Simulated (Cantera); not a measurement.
Equilibrium for hydrogen reduction and annealing atmospheres: NiS + H2

Charge: 1 mol NiS, 36 mol H2, held at 10.0 mbar.

Cantera equilibrium calculation (NASA polynomials, part measured and part estimated; ideal gas, pure solids and liquids). Candidate condensed phases: Ni, NiS, NiS2, Ni3S2, Ni3S4, S; 9 gas species. Metal and sulfide melt together well below either melting point, which pure phases cannot show. Mutual solubility and eutectic melting of coexisting phases are not modelled. Gases not in the tables: S3 to S7. The numbers say what is thermodynamically allowed, not how fast it happens.

From 1250 K to 1300 K the condensed part is Ni3S2(l). From 1325 K to 1475 K the condensed part is Ni(s) + Ni3S2(l).

| T (K) | x H2 | x H2S | x S2 | x SH | x H | x S | n Ni3S2(l) | n Ni(s) |
|---|---|---|---|---|---|---|---|---|
| 1250 | 0.991 | 0.00916 | 3.55e-5 | 2.92e-5 | 4.81e-6 | 7.49e-8 | 0.333 | 0 |
| 1275 | 0.991 | 0.00912 | 4.95e-5 | 3.96e-5 | 7.34e-6 | 1.33e-7 | 0.333 | 0 |
| 1300 | 0.991 | 0.00907 | 6.79e-5 | 5.32e-5 | 1.10e-5 | 2.31e-7 | 0.333 | 0 |
| 1325 | 0.991 | 0.00926 | 9.72e-5 | 7.24e-5 | 1.63e-5 | 4.03e-7 | 0.328 | 0.0146 |
| 1350 | 0.990 | 0.00970 | 0.000145 | 0.000100 | 2.37e-5 | 7.08e-7 | 0.318 | 0.0447 |
| 1375 | 0.989 | 0.0101 | 0.000212 | 0.000136 | 3.41e-5 | 1.22e-6 | 0.308 | 0.0771 |
| 1400 | 0.989 | 0.0105 | 0.000305 | 0.000184 | 4.84e-5 | 2.05e-6 | 0.296 | 0.112 |
| 1425 | 0.988 | 0.0110 | 0.000433 | 0.000245 | 6.78e-5 | 3.39e-6 | 0.283 | 0.152 |
| 1450 | 0.988 | 0.0114 | 0.000606 | 0.000323 | 9.40e-5 | 5.50e-6 | 0.268 | 0.197 |
| 1475 | 0.987 | 0.0117 | 0.000838 | 0.000421 | 0.000129 | 8.77e-6 | 0.250 | 0.249 |
x: gas mole fraction; n: condensed amount in mol.
